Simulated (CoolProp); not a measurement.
Vapour pressure (MPa) of R1132(E): the reference equation beside estimates from Tc = 348.8 K, pc = 5.174 MPa, ω = 0.245.

Values from CoolProp's reference Helmholtz-energy equation of state, Akasaka 2024.

```csv
T (K),reference,Lee-Kesler,Soave-Redlich-Kwong,Peng-Robinson
264.4,0.6158,0.6174,0.6182,0.6119
266.7,0.6645,0.6663,0.6674,0.6603
269,0.7159,0.7179,0.7195,0.7115
271.4,0.7728,0.7749,0.7771,0.7681
273.7,0.8303,0.8326,0.8354,0.8255
276,0.8910,0.8934,0.8970,0.8860
278.4,0.9578,0.9603,0.9648,0.9527
280.7,1.025,1.028,1.033,1.020
283,1.096,1.099,1.105,1.091
285.3,1.171,1.173,1.181,1.166
287.7,1.252,1.255,1.264,1.247
290,1.334,1.337,1.347,1.330
292.3,1.420,1.422,1.435,1.416
294.6,1.510,1.512,1.526,1.507
297,1.609,1.610,1.627,1.605
```

Absolute difference from the reference over all 15 rows, mean and median: Lee-Kesler 0.2 and 0.3 %, Soave-Redlich-Kwong 0.8 and 0.8 %, Peng-Robinson 0.5 and 0.5 %.
